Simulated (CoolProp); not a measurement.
Saturated liquid density (kg/m³) of dimethyl carbonate: the reference equation beside estimates from Tc = 557.0 K, pc = 4.909 MPa, ω = 0.346. Rackett uses Z = 0.29056 − 0.08775 ω.

Computed with CoolProp (reference Helmholtz-energy equation of state, Zhou 2011).

```tsv
T (K)	reference	Rackett	Redlich-Kwong	Soave-Redlich-Kwong
395.5	926.5	944.3	781.5	826.6
400.3	919.1	936.6	774.0	819.5
405.1	911.7	928.9	766.4	812.2
410	904.0	920.9	758.4	804.5
414.8	896.4	912.9	750.5	796.9
419.6	888.7	904.8	742.4	789.0
424.4	880.9	896.6	734.1	780.9
429.2	873.0	888.3	725.7	772.5
434	864.9	879.8	717.0	764.0
```

Absolute difference from the reference over all 9 rows, mean and median: Rackett 1.8 and 1.8 %, Redlich-Kwong 16.3 and 16.3 %, Soave-Redlich-Kwong 11.2 and 11.1 %.
